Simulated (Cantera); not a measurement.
CCl4 + F2 (fluorocarbon and chlorocarbon gases)

Input: 1 mol CCl4, 0.2 mol F2, held at 0.130 bar.

Equilibrium computed with Cantera from the NASA thermochemical tables; the gas is ideal and each condensed phase is pure. Candidate condensed phases: C; 39 gas species. Ions and electrons are included (thermal ionisation). The tables' values for CCl are old estimates; treat these amounts as uncertain. Gases not in the tables: C2F6 and larger saturated fluorocarbons. Equilibrium is a limit: real reactors are often held back by kinetics, nucleation or transport.

| T (K) | log p Cl | log p C | log p Cl2 | log p F | log p C3 | log p CF2 | log p CF4 | log p C2 | log p CF | n C(graphite) |
|---|---|---|---|---|---|---|---|---|---|---|
| 2000 | -0.98 | -10.52 | -1.69 | -3.58 | -10.56 | -3.21 | -2.52 | -11.63 | -5.91 | 0.891 |
| 2500 | -0.92 | -6.78 | -2.91 | -2.28 | -6.30 | -2.51 | -3.97 | -7.34 | -3.77 | 0.887 |
| 3000 | -0.93 | -4.30 | -3.82 | -2.02 | -3.51 | -3.25 | -7.33 | -4.50 | -2.95 | 0.906 |
| 3500 | -0.96 | -2.74 | -4.53 | -2.03 | -2.17 | -4.42 | -10.77 | -2.91 | -2.80 | 0 |
| 4000 | -0.98 | -2.01 | -5.05 | -2.02 | -2.48 | -5.68 | <-12 | -2.59 | -3.10 | 0 |
| 4500 | -1.01 | -1.69 | -5.47 | -2.02 | -3.48 | -6.94 | <-12 | -2.84 | -3.60 | 0 |
| 5000 | -1.01 | -1.63 | -5.78 | -2.02 | -4.86 | -8.14 | <-12 | -3.44 | -4.19 | 0 |
log p: log10 of the partial pressure in bar; n: condensed amount in mol.

From 2000 K to 3000 K the condensed part is C(graphite). From 3500 K to 5000 K nothing is condensed. The main C-bearing gas is CF4 at 2000 K and C at 5000 K.
